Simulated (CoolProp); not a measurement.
Fluorine along the isotherm 26.85 °C: Z from the reference equation and from simpler models built on Tc = -128.7 °C, pc = 52.40 bar, ω = 0.045; each cubic takes its own stable root.

Model: reference Helmholtz-energy equation of state, de Reuck 1990, in CoolProp.

```tsv
p (bar)	phase	reference
15.4	gas	0.9938
30.8	gas	0.9878
46.2	gas	0.9825
61.5	supercritical	0.9781
76.9	supercritical	0.9749
92.3	supercritical	0.9728
108	supercritical	0.9717
123	supercritical	0.9715
138	supercritical	0.9722
154	supercritical	0.9737
169	supercritical	0.9758
185	supercritical	0.9788
200	supercritical	0.9823
```

Task: How far does each simpler model (van der Waals, Redlich-Kwong, Soave-Redlich-Kwong) lie from the reference over these 13 states: mean and median of the absolute difference, and the worst?

Result: 
- van der Waals: mean 3.3 %, median 3.5 %, worst -5.7 % at 26.85 °C and 200 bar
- Redlich-Kwong: mean 0.9 %, median 0.9 %, worst -1.8 % at 26.85 °C and 200 bar
- Soave-Redlich-Kwong: mean 1.3 %, median 1.5 %, worst +2.0 % at 26.85 °C and 200 bar
